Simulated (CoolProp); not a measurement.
Computed with CoolProp (reference Helmholtz-energy equation of state, de Reuck 1990).

Task: For fluorine, give the phase and the speed of sound (m/s) at 63.7 K and 0.13 MPa; 144.1 K and 0.356 MPa; 252.1 K and 0.0114 MPa.

Result: 
- 63.7 K and 0.13 MPa: liquid; speed of sound 1030
- 144.1 K and 0.356 MPa: gas; speed of sound 207
- 252.1 K and 0.0114 MPa: gas; speed of sound 275
